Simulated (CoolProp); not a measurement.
A simple Rankine cycle with hydrogen sulfide: condensing at 302.15 K, boiler at 4.97 MPa, turbine inlet 342 K, turbine efficiency 0.9, pump efficiency 0.8, no recuperator. Each further row changes one setting.

Model: reference Helmholtz-energy equation of state, Lemmon 2006, in CoolProp. It is a short technical equation, of lower accuracy than the large ones.

```csv
case,thermal efficiency (%),net work (kJ/kg),heat in (kJ/kg),turbine exit temperature (K),volume ratio over the turbine
as stated,8.7,34.5,396,302.2,2.15
turbine inlet 362 K,9.1,39.5,436,302.2,1.96
condensing temperature 294.15 K,10.4,43.2,413,294.2,2.57
boiler pressure 3.48 MPa,5.4,23.5,436,305.9,1.44
turbine efficiency 0.8,7.6,30.2,396,302.2,2.17
```

The expansion ends wet for: as stated; turbine inlet 362 K; condensing temperature 294.15 K; turbine efficiency 0.8.
